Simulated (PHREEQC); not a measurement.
A made-up water analysis in mg/L, 25 °C, pH 2.14, pe 8.5:

| constituent | mg/L |
|---|---|
| Na | 85.4 |
| K | 70.7 |
| Ca | 96.8 |
| Mg | 49.9 |
| Cl | 156 |
| S(6) as SO4 | 1180 |
| Cu(2) | 0.415 |

Valence states are taken as typed.

The numbers come from PHREEQC with the ion-association model, phreeqc.dat.

No solid was allowed to form.

**Question.** What ionic strength does the model give?

**Answer.** ionic strength 0.0321 mol/kgw.

**Question.** In which forms is S present?

**Answer.** SO4-2 61 %, HSO4- 27 %, MgSO4 5.5 %, CaSO4 5.2 %, NaSO4- 0.6 % of the S.
